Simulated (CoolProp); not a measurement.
c-C4F8 (RC318) along the isotherm 151.85 °C: fugacity coefficient from the reference equation and from simpler models built on Tc = 115.2 °C, pc = 27.78 bar, ω = 0.355; each cubic takes its own stable root.

Computed with CoolProp (reference Helmholtz-energy equation of state, Platzer 1990). This equation is an older, rougher fit; its heat capacities, sound speeds and derivatives of the liquid may be far off and weren't checked against measurements.

```json
[
 {"p (bar)": "0.22", "phase": "gas", "reference": "0.9981"},
 {"p (bar)": "0.39", "phase": "gas", "reference": "0.9966"},
 {"p (bar)": "0.694", "phase": "gas", "reference": "0.9940"},
 {"p (bar)": "1.23", "phase": "gas", "reference": "0.9894"},
 {"p (bar)": "2.2", "phase": "gas", "reference": "0.9811"},
 {"p (bar)": "3.9", "phase": "gas", "reference": "0.9665"},
 {"p (bar)": "6.94", "phase": "gas", "reference": "0.9408"},
 {"p (bar)": "12.3", "phase": "gas", "reference": "0.8958"},
 {"p (bar)": "22", "phase": "gas", "reference": "0.8162"},
 {"p (bar)": "39", "phase": "supercritical", "reference": "0.6807"},
 {"p (bar)": "69.4", "phase": "supercritical", "reference": "0.4961"}
]
```

Question: How far does each simpler model (Redlich-Kwong, Soave-Redlich-Kwong, Peng-Robinson) lie from the reference over these 11 states: mean and median of the absolute difference, and the worst?

Answer: 
- Redlich-Kwong: mean 1.1 %, median 0.3 %, worst -4.1 % at 151.85 °C and 69.4 bar
- Soave-Redlich-Kwong: mean 0.4 %, median 0.1 %, worst +3.3 % at 151.85 °C and 69.4 bar
- Peng-Robinson: mean 1.2 %, median 0.5 %, worst -3.8 % at 151.85 °C and 39 bar
